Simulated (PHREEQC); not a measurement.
Dissolve 0.21 mol/kgw HCl, 0.025 mol/kgw Al2(SO4)3 and 0.0017 mol/kgw NiSO4 at 7.7 °C. It is in equilibrium with CO2 at log p = -3.4 (atm). Otherwise closed; pH follows from the charge balance.

Computed with PHREEQC (ion-association model, wateq4f.dat).

This is a speciation only: nothing precipitates in the calculation.

### Question
Estimate the pH, ionic strength.

### Answer
pH 0.87; ionic strength 0.353 mol/kgw.

### Question
In which forms is Al present?

### Answer
AlSO4+ 49 %, Al+3 46 %, Al(SO4)2- 3.9 %, AlHSO4+2 1.2 % of the Al.

Away from 25 °C the constants follow the database's enthalpies or fits; those with neither stay at their 25 °C values.
